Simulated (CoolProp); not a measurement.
CH2F2 (R32) at several states: density (kg/m³) from the reference equation and from simpler models built on Tc = 351.3 K, pc = 5.783 MPa, ω = 0.277; each cubic takes its own stable root.

Model: reference Helmholtz-energy equation of state, Tillner-Roth 1997, in CoolProp.

```tsv
T (K)	p (MPa)	phase	reference
186.5	1.86	liquid	1308
233.2	18.4	liquid	1213
151.5	0.0855	liquid	1392
211.2	0.195	liquid	1241
341.1	1.03	gas	20.55
```

Question: How far does each simpler model (van der Waals, Redlich-Kwong) lie from the reference over these 5 states: mean and median of the absolute difference, and the worst?

Answer: 
- van der Waals: mean 49.4 %, median 49.0 %, worst -99.5 % at 211.2 K and 0.195 MPa
- Redlich-Kwong: mean 19.9 %, median 24.7 %, worst -25.1 % at 151.5 K and 0.0855 MPa

At some of these states van der Waals gives the other phase, because its saturation line lies elsewhere.
